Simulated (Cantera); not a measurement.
A freely propagating, adiabatic, planar premixed flame of 26.3 % CO, 1.34 % H2, 15.2 % O2, 57.1 % N2, equivalence ratio 0.91, unburnt at 323 K and 110000 Pa; mixture-averaged transport, grid criteria slope 0.08 and curve 0.16, no radiation.

Computed with Cantera and GRI-Mech 3.0 (53 species, 325 reactions). Burning velocities carry a grid error of a few per cent, more on coarse grids.

Predict: laminar burning velocity; thermal thickness; peak x(O).


- laminar burning velocity = 37.7 cm/s
- thermal thickness = 0.745 mm
- peak x(O) = 0.0137
